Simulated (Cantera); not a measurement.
# Diamond growth

A diamond (100) surface in a fixed gas of H2 with x(CH4) = 0.011, x(H) = 0.0023, x(CH3) = 4.4e-05, 0.0681 atm; coverages are run to steady state.

Computed with Cantera and the Harris–Goodwin 1993 mechanism for the reconstructed diamond (100) surface.

| T (K) | growth (µm/h) | θ c6HH | θ c6H* | θ c6*H | θ c6** | θ c6HM |
|---|---|---|---|---|---|---|
| 925 | 1.07 | 0.656 | 0.0120 | 0.309 | 0.00527 | 0.0140 |
| 975 | 1.36 | 0.612 | 0.0159 | 0.350 | 0.00781 | 0.0110 |
| 1025 | 1.58 | 0.570 | 0.0203 | 0.387 | 0.0110 | 0.00827 |
| 1075 | 1.60 | 0.531 | 0.0251 | 0.421 | 0.0149 | 0.00559 |
| 1125 | 1.33 | 0.495 | 0.0301 | 0.450 | 0.0194 | 0.00312 |
| 1175 | 0.930 | 0.463 | 0.0353 | 0.475 | 0.0243 | 0.00142 |
| 1225 | 0.643 | 0.434 | 0.0405 | 0.494 | 0.0296 | 0.000567 |
| 1275 | 0.514 | 0.409 | 0.0457 | 0.509 | 0.0349 | 0.000216 |
| 1325 | 0.476 | 0.388 | 0.0508 | 0.521 | 0.0400 | 8.23e-5 |
| 1375 | 0.449 | 0.371 | 0.0557 | 0.528 | 0.0450 | 3.14e-5 |
θ: site fractions in the mechanism's names (c6HH fully hydrogenated, c6H* and c6*H radical sites, c6** diradical, c6HM methylated).
